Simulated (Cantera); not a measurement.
Feed: 1 mol H2S, 0.37 mol H2, 0.75 mol N2, at 99.0 Pa.

Cantera equilibrium calculation (NASA polynomials, part measured and part estimated; ideal gas, pure solids and liquids). Candidate condensed phases: S; 15 gas species. The numbers say what is thermodynamically allowed, not how fast it happens.

Q: At 1600 °C, list the 5 most abundant gas species with their mole fractions, and the condensed phases.

A: H2 0.496, N2 0.283, S2 0.169, S 0.0171, SH 0.0153. Condensed: gas only.
